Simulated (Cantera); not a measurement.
A Cantera script and its output.

```python
import numpy as np
import cantera as ct

gas = ct.Solution("gri30.yaml")
gas.TPX = 1275, 590, {'H2': 0.094, 'O2': 1, 'N2': 0.11}
reactor = ct.IdealGasConstPressureReactor(gas, energy="off", clone=False)
net = ct.ReactorNet([reactor])
net.rtol, net.atol = 1e-08, 1e-18
show = ['H2', 'O2', 'NO2', 'H', 'NO', 'H2O']
times = np.geomspace(0.0003, 1, 11)

steps = ct.SolutionArray(gas, extra=["t"])
rows = []
print(f"{'t/s':>10s}{'T/K':>9s}{'P/Pa':>11s}" + "".join(f"{s:>11s}" for s in show))
for t in times:
    while net.time < t:
        t_next = net.step()
        steps.append(gas.state, t=t_next)
    rows.append([np.interp(t, steps.t, y) for y in (steps.T, steps.P, *steps(*show).X.T)])
    print(f"{t:10.3e}{rows[-1][0]:9.1f}{rows[-1][1]:11.4g}" + "".join(f"{x:11.3e}" for x in rows[-1][2:]))
rate = np.gradient(steps.T, steps.t)
print("integrator steps:", len(steps.t))
if steps.T.max() > steps.T[0] + 200:
    print(f"time of steepest temperature rise: {steps.t[rate.argmax()]:.4e} s")
gas.TPX = 1275, 590, {'H2': 0.094, 'O2': 1, 'N2': 0.11}
gas.equilibrate("TP")
print(f"equilibrium (TP): T = {gas.T:.1f} K  " + "  ".join(f"{s} {gas[s].X[0]:.3e}" for s in show))
```

It prints:

```
       t/s      T/K       P/Pa         H2         O2        NO2          H         NO        H2O
 3.000e-04   1275.0        590  7.807e-02  8.306e-01  1.136e-25  2.842e-08  3.766e-19  3.130e-08
 6.752e-04   1275.0        590  7.807e-02  8.306e-01  7.144e-24  2.039e-07  5.788e-18  4.233e-07
 1.519e-03   1275.0        590  7.803e-02  8.305e-01  2.074e-21  1.344e-05  5.366e-16  3.277e-05
 3.420e-03   1275.0        590  1.946e-02  7.896e-01  3.854e-15  1.743e-02  6.607e-10  4.496e-02
 7.696e-03   1275.0        590  2.003e-03  7.724e-01  1.494e-13  1.576e-02  1.534e-08  6.524e-02
 1.732e-02   1275.0        590  1.909e-03  7.751e-01  4.693e-13  1.457e-02  4.640e-08  6.617e-02
 3.898e-02   1275.0        590  1.728e-03  7.806e-01  1.133e-12  1.226e-02  1.036e-07  6.800e-02
 8.773e-02   1275.0        590  1.378e-03  7.905e-01  2.427e-12  8.394e-03  1.868e-07  7.120e-02
 1.974e-01   1275.0        590  8.441e-04  8.041e-01  4.900e-12  3.834e-03  2.630e-07  7.539e-02
 4.443e-01   1275.0        590  3.404e-04  8.157e-01  1.051e-11  9.468e-04  2.963e-07  7.873e-02
 1.000e+00   1275.0        590  9.264e-05  8.213e-01  2.456e-11  1.324e-04  3.031e-07  8.029e-02
integrator steps: 1040
equilibrium (TP): T = 1275.0 K  H2 6.476e-08  O2 8.235e-01  NO2 4.230e-07  H 2.458e-09  NO 2.318e-04  H2O 8.123e-02
```

Model: GRI-Mech 3.0 (53 species, 325 reactions), integrated in Cantera. Radical loss at walls, strong at low pressure, is not modelled. The temperature is held fixed by assumption; the heat of reaction is taken as removed at once.
